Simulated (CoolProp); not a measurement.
Vapour-liquid equilibrium of cyclopropane (1) + R134a (2) at 281.5 K; x and y are mole fractions of (1).

Model: multi-fluid Helmholtz-energy mixture model, Polt 1992 and Tillner-Roth 1994; pair parameters Bell 2016, in CoolProp. This equation is an older, rougher fit; its heat capacities, sound speeds and derivatives of the liquid may be far off and weren't checked against measurements.

### Question
Give the bubble pressure and the first vapour's composition at x = 0.05, 0.125, 0.5. Is there an azeotrope?

### Answer
x = 0.05: 436.3 kPa, y = 0.133; x = 0.125: 488.0 kPa, y = 0.268; x = 0.5: 583.5 kPa, y = 0.542. y crosses x between x = 0.5 and 0.575: the model has an azeotrope there.

Pair parameters are fitted to limited data, so mixtures are less certain than the pure fluids.
